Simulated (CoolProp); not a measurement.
CF4 (R14) along the isotherm 234.9 K: fugacity coefficient from the reference equation and from simpler models built on Tc = 227.4 K, pc = 3.762 MPa, ω = 0.178; each cubic takes its own stable root.

The numbers come from the reference Helmholtz-energy equation of state, Platzer 1990 in CoolProp. This equation is an older, rougher fit; its heat capacities, sound speeds and derivatives of the liquid may be far off and weren't checked against measurements.

| p (MPa) | phase | reference |
|---|---|---|
| 0.0595 | gas | 0.9951 |
| 0.0873 | gas | 0.9929 |
| 0.128 | gas | 0.9895 |
| 0.188 | gas | 0.9847 |
| 0.276 | gas | 0.9775 |
| 0.405 | gas | 0.9671 |
| 0.595 | gas | 0.9518 |
| 0.873 | gas | 0.9296 |
| 1.28 | gas | 0.8975 |
| 1.88 | gas | 0.8507 |
| 2.76 | gas | 0.7829 |
| 4.05 | supercritical | 0.6816 |
| 5.95 | supercritical | 0.5288 |
| 8.73 | supercritical | 0.4087 |
| 12.8 | supercritical | 0.3292 |
| 18.8 | supercritical | 0.2815 |

### Question
How far does each simpler model (Redlich-Kwong, Soave-Redlich-Kwong, Peng-Robinson) lie from the reference over these 16 states: mean and median of the absolute difference, and the worst?

### Answer
- Redlich-Kwong: mean 0.5 %, median 0.1 %, worst +3.3 % at 234.9 K and 18.8 MPa
- Soave-Redlich-Kwong: mean 0.9 %, median 0.0 %, worst +5.2 % at 234.9 K and 18.8 MPa
- Peng-Robinson: mean 1.6 %, median 1.0 %, worst -4.8 % at 234.9 K and 18.8 MPa
